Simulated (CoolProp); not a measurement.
Computed with CoolProp (reference Helmholtz-energy equation of state, Guder 2009).

Problem. For sulfur hexafluoride, give the phase and the cv (kJ/(kg K)), Joule-Thomson coefficient (K/MPa), conductivity (mW/(m K)), Prandtl number at 11.95 °C and 101 kPa; 24.45 °C and 101 kPa; 99.45 °C and 101 kPa.

Solution. 
- 11.95 °C and 101 kPa: gas; cv 0.588, Joule-Thomson coefficient 10.6, conductivity 12.0, Prandtl number 0.789
- 24.45 °C and 101 kPa: gas; cv 0.608, Joule-Thomson coefficient 9.38, conductivity 12.9, Prandtl number 0.784
- 99.45 °C and 101 kPa: gas; cv 0.711, Joule-Thomson coefficient 5.12, conductivity 18.6, Prandtl number 0.768

Viscosity comes from a separate model (Quiñones-Cisneros 2012). Thermal conductivity comes from a separate model (Assael 2012).
